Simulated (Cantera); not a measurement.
Cantera with NASA thermochemical tables; ideal gases at 1 bar, condensed phases pure. Values are per mole of reaction as written; species without (g) are pure solids or liquids, kept so even where they would boil at 1 bar. VN: taken at fixed stoichiometry.

### Question
Between 798 and 1048 K, where is each reaction favourable under standard conditions?
- 6 VN + O₃(g) → 6 V + 3 N₂O(g)

### Answer
- 6 VN + O₃(g) → 6 V + 3 N₂O(g): ΔG° is 1115 kJ at 798 K and 1029 kJ at 1048 K; it stays positive (K < 1). ΔH° is 1386 kJ and ΔS° 341 J/K at 1048 K.
